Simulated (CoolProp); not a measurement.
A closed Brayton cycle with nitrogen: compressor inlet 308.15 K and 6.7 MPa, high pressure 19.2 MPa, turbine inlet 785 K, compressor efficiency 0.85, turbine efficiency 0.93, recuperator effectiveness 0.9 (on enthalpy, no pinch check). Each further row changes one setting.

Values from CoolProp's reference Helmholtz-energy equation of state, Span 2000.

```
case                           thermal efficiency (%)  net work (kJ/kg)  compressor to turbine work  compressor exit (K)  turbine exit (K)
-----------------------------  ----------------------  ----------------  --------------------------  -------------------  ----------------
as stated                                        30.5              70.6                        0.66                437.2             603.0
turbine inlet 735 K                              26.8              57.3                        0.71                437.2             563.0
compressor inlet 318.15 K                        28.7              65.8                        0.68                451.3             603.0
high pressure 16.3 MPa                           31.9              66.3                        0.63                414.5             628.5
recuperator effectiveness 0.5                    23.2              70.6                        0.66                437.2             603.0
```
